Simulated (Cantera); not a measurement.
A Cantera script and what it prints.

```python
import numpy as np
import cantera as ct

gas_names = """
    AL ALH ALN ALO ALOH ALO2 ALO2H AL2 AL2O AL2O2 H HALO HNO HNO2 HNO3 HO2 H2 H2O H2O2 N NH NH2 NH3
    NH2OH NO NO2 NO3 N2 N2H2 N2H4 N2O O OH O2 O3
""".split()
cond_names = """
    AL(cr) AL(L) ALN(s) AL2O3(a) AL2O3(L) H2O(s) H2O(L)
""".split()


# ... load() reads the species with a 1 bar reference pressure and builds the phases ...
atoms = {
    'AlN': {'AL': 1, 'N': 1},
    'H2O': {'H': 2, 'O': 1},
}
top_T = {'ALN(s)': 2750}  # K; cautious upper limits of use, not melting points


# ... equilibrate(T, P, feed) seeds the gas with the atoms and calls Mixture.equilibrate('TP', solver="vcs", rtol=1e-11, max_steps=5000) ...
results = []
feed = {'AlN': 1, 'H2O': 0.03}  # mol
T = 1198.15  # K
P = 890000  # Pa
mix = equilibrate(T, P, feed)
results.append((T, P, feed, dict(zip(mix.species_names, mix.species_moles))))
print(gas.report(threshold=0.001))
for i in range(1, mix.n_phases):
    print(f"{mix.phase(i).name:16s} {mix.phase_moles(i):12.5e} mol")
```

Output:

```
       temperature   1198.2 K
          pressure   8.9e+05 Pa
           density   0.7612 kg/m^3
  mean mol. weight   8.5203 kg/kmol
   phase of matter   gas

                          1 kg             1 kmol
                     ---------------   ---------------
          enthalpy        3.1758e+06        2.7059e+07  J
   internal energy        2.0066e+06        1.7097e+07  J
           entropy             20415        1.7395e+05  J/K
    Gibbs function       -2.1285e+07       -1.8135e+08  J
 heat capacity c_p            3724.6             31734  J/K
 heat capacity c_v            2748.7             23420  J/K

                      mass frac. Y      mole frac. X     chem. pot. / RT
                     ---------------   ---------------   ---------------
                H2           0.17736           0.74958           -16.076
                N2           0.82152           0.24986            -24.55
     [  +33 minor]         0.0011202        0.00056028

AL(L)             0.00000e+00 mol
ALN(s)            9.80000e-01 mol
AL2O3(a)          9.99995e-03 mol
```

Equilibrium computed with Cantera from the NASA thermochemical tables; the gas is ideal and each condensed phase is pure. Mutual solubility and eutectic melting of coexisting phases are not modelled.
